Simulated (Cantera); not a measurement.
A perfectly stirred reactor is fed with 3.48 % CH₄, 0.146 % CO, 11.7 % O₂, 84.6 % N₂, equivalence ratio 0.60, at 200000 Pa; it is adiabatic with a 598 K inlet, and is followed from long to short residence time, starting on the burning branch (τ in s: 0.1, 0.042, 0.018, 0.0076, 0.0032, 0.0014, 0.00057, 0.00024, 0.0001, 4.4e-05, 1.8e-05).

Computed with Cantera and GRI-Mech 3.0 (53 species, 325 reactions).

x: mole fraction; the columns are a selection and need not sum to one.

```csv
τ (s),T (K),x CH₄,x CO,x O₂,x C₂H₆,x NO,x CH₂CO,x HO₂
0.10,1424,3.19e-5,0.000343,0.0472,1.85e-8,1.15e-6,…,3.72e-6
0.042,1420,5.81e-5,0.000648,0.0474,4.07e-8,9.43e-7,…,6.45e-6
0.018,1414,0.000106,0.00123,0.0478,8.96e-8,7.24e-7,…,1.08e-5
0.0076,1400,0.000210,0.00243,0.0486,2.29e-7,5.27e-7,…,1.82e-5
0.0032,598,0.0348,0.00146,0.117,<1e-12,<1e-12,<1e-12,<1e-12
0.0014,598,0.0348,0.00146,0.117,<1e-12,<1e-12,<1e-12,<1e-12
0.00057,598,0.0348,0.00146,0.117,<1e-12,<1e-12,<1e-12,<1e-12
0.00024,598,0.0348,0.00146,0.117,<1e-12,<1e-12,<1e-12,<1e-12
0.00010,598,0.0348,0.00146,0.117,<1e-12,<1e-12,<1e-12,<1e-12
4.4e-5,598,0.0348,0.00146,0.117,<1e-12,<1e-12,<1e-12,<1e-12
1.8e-5,598,0.0348,0.00146,0.117,<1e-12,<1e-12,<1e-12,<1e-12
```

**Question.** What belongs in the gaps?

**Answer.** 
- 0.10, x CH₂CO: 3.44e-8
- 0.042, x CH₂CO: 7.30e-8
- 0.018, x CH₂CO: 1.50e-7
- 0.0076, x CH₂CO: 3.38e-7
